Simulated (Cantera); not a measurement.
Premixed flame

A freely propagating, adiabatic, planar premixed flame of 5.33 % CO, 4.96 % H2, 4.37 % CH4, 13.3 % O2, 51.8 % N2, 20.3 % H2O, equivalence ratio 1.0, unburnt at 525 K and 13300 Pa; mixture-averaged transport, grid criteria slope 0.08 and curve 0.16, no radiation.

Detailed kinetics in Cantera: GRI-Mech 3.0 (53 species, 325 reactions). Burning velocities carry a grid error of a few per cent, more on coarse grids.

```tsv
z (mm)	T (K)	u (m/s)	x CO	x H2	x CH4	x O	x HCO	x C2H6
-8.88	525	1.39	0.0533	0.0496	0.0437	<1e-8	<1e-8	<1e-8
-5.92	525	1.39	0.0533	0.0494	0.0437	<1e-8	<1e-8	<1e-8
-4.44	525	1.39	0.0534	0.0490	0.0438	1.37e-8	<1e-8	2.24e-8
-2.96	534	1.41	0.0534	0.0478	0.0436	3.79e-7	<1e-8	1.49e-6
-1.48	704	1.86	0.0542	0.0443	0.0391	2.36e-5	1.54e-7	7.24e-5
-0.740	1002	2.66	0.0589	0.0415	0.0268	0.000204	4.61e-6	0.000181
0	1348	3.59	0.0655	0.0363	0.00758	0.00127	3.18e-5	3.42e-5
0.740	1497	3.98	0.0576	0.0285	0.000597	0.00338	8.62e-6	1.77e-7
1.48	1544	4.09	0.0449	0.0256	2.31e-5	0.00420	5.04e-7	<1e-8
2.96	1597	4.19	0.0304	0.0262	5.33e-8	0.00419	3.64e-8	<1e-8
5.92	1658	4.33	0.0231	0.0264	<1e-8	0.00368	2.17e-8	<1e-8
11.8	1729	4.49	0.0214	0.0243	<1e-8	0.00289	1.42e-8	<1e-8
23.7	1806	4.66	0.0201	0.0210	<1e-8	0.00203	<1e-8	<1e-8
```
x: mole fraction of selected species; z is measured from the peak of heat release.

| Quantity | Result |
|---|---|
| laminar burning velocity | 139 cm/s |
| thermal thickness | 2.96 mm |
| peak x(O) | 0.00429 |
| peak x(HCO) | 3.20e-5 |
| peak x(C2H6) | 0.000181 |
| grid points | 161 |
